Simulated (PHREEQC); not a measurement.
Solution (25 °C): 0.033 mol/kgw NaH2PO4 and 0.031 mol/kgw KOH. Closed to the air; pH follows from the charge balance.

Equilibrium calculation in PHREEQC: ion-association model, phreeqc.dat.

The pH comes out as 8.06 and the ionic strength comes out as 0.0923 mol/kgw. The specific conductance comes out as 5440 µS/cm. The density comes out as 1.002 g/cm³ and the total alkalinity comes out as 31.0 meq/kg.

| species | molality | activity | log γ |
|---|---|---|---|
| Na+ | 0.0323 | 0.0255 | -0.103 |
| K+ | 0.0303 | 0.0234 | -0.113 |
| HPO4-2 | 0.0296 | 0.0114 | -0.413 |
| H2PO4- | 0.00201 | 0.00159 | -0.101 |
| NaHPO4- | 0.000717 | 0.000568 | -0.101 |
| KHPO4- | 0.000657 | 0.000521 | -0.101 |
| PO4-3 | 5.91e-6 | 5.96e-7 | -0.997 |

This is a speciation only: nothing precipitates in the calculation.
